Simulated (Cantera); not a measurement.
Cantera run:

```python
import numpy as np
import cantera as ct

gas_names = """
    AL ALCL ALCL2 ALCL3 ALN AL2 AL2CL6 CL CL2 N N2
""".split()
cond_names = """
    AL(cr) AL(L) ALCL3(s) ALCL3(L) ALN(s)
""".split()


def load(file, names, dense=False):
    # The tables refer to 1 bar. Condensed volumes are neglected.
    table = {s.name: s for s in ct.Species.list_from_file(file)}
    out = []
    for n in names:
        d = dict(table[n].input_data)
        d["thermo"] = dict(d["thermo"], **{"reference-pressure": 1e5})
        if dense:
            d["equation-of-state"] = {"model": "constant-volume", "density": "1e6 g/cm^3"}
        out.append(ct.Species.from_dict(d))
    return out


gas = ct.Solution(thermo="ideal-gas", species=load("nasa_gas.yaml", gas_names))
cond = {s.name: ct.Solution(thermo="fixed-stoichiometry", species=[s], name=s.name)
        for s in load("nasa_condensed.yaml", cond_names, dense=True)}
atoms = {
    'Al': {'AL': 1},
    'Cl2': {'CL': 2},
    'N2': {'N': 2},
}
top_T = {'ALN(s)': 2750}  # K; cautious upper limits of use, not melting points


def equilibrate(T, P, feed):
    n = {}
    for name, mol in feed.items():
        for a, k in atoms[name].items():
            n[a] = n.get(a, 0.0) + k * mol
    gas.TPX = T, P, n
    mass = sum(n.values()) * gas.mean_molecular_weight
    gas.equilibrate("TP")
    valid = [c for c in cond.values() if c.min_temp <= T <= top_T.get(c.name, c.max_temp)]
    mix = ct.Mixture([(gas, mass / gas.mean_molecular_weight)] + [(c, 0.0) for c in valid])
    mix.T, mix.P = T, P
    mix.equilibrate("TP", solver="vcs", rtol=1e-11, max_steps=5000)
    return mix


results = []
feed = {'Al': 1, 'Cl2': 0.33, 'N2': 2.3}  # mol
T = 1375  # K
P = 100000  # Pa
mix = equilibrate(T, P, feed)
results.append((T, P, feed, dict(zip(mix.species_names, mix.species_moles))))
print(gas.report(threshold=0.0001))
for i in range(1, mix.n_phases):
    print(f"{mix.phase(i).name:16s} {mix.phase_moles(i):12.5e} mol")
```

It prints:

```
       temperature   1375 K
          pressure   1e+05 Pa
           density   0.34018 kg/m^3
  mean mol. weight   38.891 kg/kmol
   phase of matter   gas

                          1 kg             1 kmol
                     ---------------   ---------------
          enthalpy        -5.372e+05       -2.0892e+07  J
   internal energy       -8.3116e+05       -3.2325e+07  J
           entropy            6734.9        2.6193e+05  J/K
    Gibbs function       -9.7978e+06       -3.8105e+08  J
 heat capacity c_p            1010.5             39299  J/K
 heat capacity c_v            796.69             30984  J/K

                      mass frac. Y      mole frac. X     chem. pot. / RT
                     ---------------   ---------------   ---------------
             ALCL2        0.00070641        0.00028068           -72.456
             ALCL3           0.35322           0.10303           -98.215
                N2           0.64588           0.89665           -25.858
     [   +8 minor]        0.00019844        3.7001e-05

AL(L)             0.00000e+00 mol
ALCL3(L)          0.00000e+00 mol
ALN(s)            7.79787e-01 mol
```

Method: chemical equilibrium by Gibbs-energy minimisation in Cantera with the NASA 1993 tables (ideal gas, pure condensed phases). The tables' values for AlCl2 are old estimates; treat these amounts as uncertain.
